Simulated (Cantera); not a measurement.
Input (Python, Cantera) and output of one run.

```python
import numpy as np
import cantera as ct

gas_names = """
    CL CL2 H HCL H2 Si SiCL SiCL2 SiCL3 SiCL4 SiH SiHCL3 SiH2 SiH2CL2 SiH3 SiH3CL SiH4 Si2 Si3
""".split()
cond_names = """
    Si(cr) Si(L)
""".split()


# ... load() reads the species with a 1 bar reference pressure and builds the phases ...
atoms = {
    'Si': {'Si': 1},
    'Cl2': {'CL': 2},
    'H2': {'H': 2},
}
top_T = {}  # K; cautious upper limits of use, not melting points


# ... equilibrate(T, P, feed) seeds the gas with the atoms and calls Mixture.equilibrate('TP', solver="vcs", rtol=1e-11, max_steps=5000) ...
results = []
T = 650  # K
P = 22000  # Pa
for m in [0.5, 0.74, 0.98, 1.2, 1.5, 1.7, 1.9, 2.2, 2.4, 2.7, 2.9]:
    feed = {'Si': 1, 'Cl2': m, 'H2': 7.1}  # mol
    mix = equilibrate(T, P, feed)
    results.append((T, P, feed, dict(zip(mix.species_names, mix.species_moles))))

top = {s: max(r[3][s] / sum(r[3][g] for g in gas_names) for r in results) for s in gas_names}
cols = sorted((s for s in top if top[s] > 0.001), key=lambda s: -top[s])[:6]
seen = [c for c in cond_names if any(r[3].get(c, 0) > 1e-12 for r in results)]
print("log10 of partial pressures in bar; condensed amounts in mol")
print(f"{'n(Cl2)':>10s}" + "".join(f"{s[:9]:>10s}" for s in cols + seen))
for T, P, feed, n in results:
    ng = sum(n[g] for g in gas_names)
    print(f"{feed['Cl2']:10.4g}" + "".join(f"{np.log10(max(n[s] / ng * P / 1e5, 1e-99)):10.3f}" for s in cols)
          + "".join(f"{n.get(c, 0):10.4g}" for c in seen))
```

Output:

```
log10 of partial pressures in bar; condensed amounts in mol
    n(Cl2)        H2       HCL     SiCL4    SiHCL3    Si(cr)
       0.5    -0.675    -4.585    -2.303    -2.483    0.7207
      0.74    -0.682    -4.543    -2.123    -2.352    0.5901
      0.98    -0.690    -4.516    -1.996    -2.261    0.4603
       1.2    -0.697    -4.497    -1.906    -2.197    0.3418
       1.5    -0.706    -4.477    -1.809    -2.129    0.1808
       1.7    -0.712    -4.467    -1.756    -2.091   0.07388
       1.9    -0.716    -4.196    -1.657    -2.267         0
       2.2    -0.738    -1.973    -1.577    -4.432         0
       2.4    -0.761    -1.684    -1.587    -4.755         0
       2.7    -0.796    -1.456    -1.602    -5.033         0
       2.9    -0.819    -1.356    -1.612    -5.165         0
```

Equilibrium computed with Cantera from the NASA thermochemical tables; the gas is ideal and each condensed phase is pure.
